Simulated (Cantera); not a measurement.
**N2O furnace oxynitridation**

An isothermal, constant-pressure homogeneous reactor starts with N2O : H2O = 1 : 0.037 (molar parts), at 1300 K and 0.150 bar.

Detailed kinetics in Cantera: GRI-Mech 3.0 (53 species, 325 reactions). GRI-Mech 3.0 was tuned for natural gas; its chemistry of N2O as a main component is partial and can be far from experiment. The mechanism lacks the step 2 NO + O2 → 2 NO2, which can matter for NO2 below about 1400 K. The temperature is held fixed by assumption; the heat of reaction is taken as removed at once.

```json
[
 {"t (s)": "6.00e-6", "x N2O": "0.964", "x H2O": "0.0357", "x H2": "<1e-12", "x H": "<1e-12", "x NO": "5.01e-8", "x NO2": "<1e-12", "x N2": "1.94e-6"},
 {"t (s)": "1.66e-5", "x N2O": "0.964", "x H2O": "0.0357", "x H2": "<1e-12", "x H": "1.19e-11", "x NO": "3.40e-7", "x NO2": "<1e-12", "x N2": "5.93e-6"},
 {"t (s)": "4.58e-5", "x N2O": "0.964", "x H2O": "0.0357", "x H2": "5.25e-12", "x H": "1.62e-10", "x NO": "1.95e-6", "x NO2": "2.35e-12", "x N2": "1.93e-5"},
 {"t (s)": "0.000126", "x N2O": "0.964", "x H2O": "0.0357", "x H2": "1.57e-10", "x H": "9.28e-10", "x NO": "8.32e-6", "x NO2": "1.16e-10", "x N2": "6.17e-5"},
 {"t (s)": "0.000349", "x N2O": "0.964", "x H2O": "0.0357", "x H2": "2.83e-9", "x H": "3.01e-9", "x NO": "2.71e-5", "x NO2": "7.89e-9", "x N2": "0.000183"},
 {"t (s)": "0.000964", "x N2O": "0.963", "x H2O": "0.0357", "x H2": "3.00e-8", "x H": "7.63e-9", "x NO": "7.85e-5", "x NO2": "3.92e-7", "x N2": "0.000522"},
 {"t (s)": "0.00266", "x N2O": "0.962", "x H2O": "0.0356", "x H2": "1.52e-7", "x H": "1.25e-8", "x NO": "0.000213", "x NO2": "8.00e-6", "x N2": "0.00147"},
 {"t (s)": "0.00735", "x N2O": "0.958", "x H2O": "0.0356", "x H2": "3.39e-7", "x H": "1.42e-8", "x NO": "0.000557", "x NO2": "5.37e-5", "x N2": "0.00412"},
 {"t (s)": "0.0203", "x N2O": "0.946", "x H2O": "0.0354", "x H2": "3.27e-7", "x H": "1.47e-8", "x NO": "0.00146", "x NO2": "0.000199", "x N2": "0.0114"},
 {"t (s)": "0.0560", "x N2O": "0.916", "x H2O": "0.0351", "x H2": "1.93e-7", "x H": "1.42e-8", "x NO": "0.00393", "x NO2": "0.000451", "x N2": "0.0306"},
 {"t (s)": "0.155", "x N2O": "0.839", "x H2O": "0.0342", "x H2": "1.42e-7", "x H": "1.44e-8", "x NO": "0.0104", "x NO2": "0.000636", "x N2": "0.0794"},
 {"t (s)": "0.427", "x N2O": "0.667", "x H2O": "0.0321", "x H2": "1.32e-7", "x H": "1.59e-8", "x NO": "0.0249", "x NO2": "0.000619", "x N2": "0.188"},
 {"t (s)": "1.18", "x N2O": "0.380", "x H2O": "0.0286", "x H2": "1.45e-7", "x H": "1.94e-8", "x NO": "0.0486", "x NO2": "0.000419", "x N2": "0.370"},
 {"t (s)": "3.26", "x N2O": "0.106", "x H2O": "0.0253", "x H2": "1.57e-7", "x H": "2.04e-8", "x NO": "0.0699", "x NO2": "0.000214", "x N2": "0.544"},
 {"t (s)": "9.00", "x N2O": "0.00825", "x H2O": "0.0242", "x H2": "5.09e-8", "x H": "3.50e-9", "x NO": "0.0748", "x NO2": "0.000178", "x N2": "0.608"}
]
```
x: mole fraction; the columns are a selection and need not sum to one.

Equilibrium at this temperature and pressure: N2O 1.05e-8, H2O 0.0241, H2 9.52e-9, H 2.81e-10, NO 0.000450, NO2 2.34e-6, N2 0.650 (gas phase only).
